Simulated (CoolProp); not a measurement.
Vapour-liquid equilibrium of acetone (1) + ethanol (2) at -7.35 °C; x and y are mole fractions of (1).

The numbers come from the multi-fluid Helmholtz-energy mixture model, Lemmon 2006 and Schroeder 2014; pair parameters Bell 2016 in CoolProp.

Problem. Give the bubble pressure and the first vapour's composition at x = 0.65, 0.8, 0.95. Is there an azeotrope?

Solution. x = 0.65: 0.004972 MPa, y = 0.903; x = 0.8: 0.005475 MPa, y = 0.939; x = 0.95: 0.006023 MPa, y = 0.983. No azeotrope shows between x = 0.05 and 0.95.

Pair parameters are fitted to limited data, so mixtures are less certain than the pure fluids.
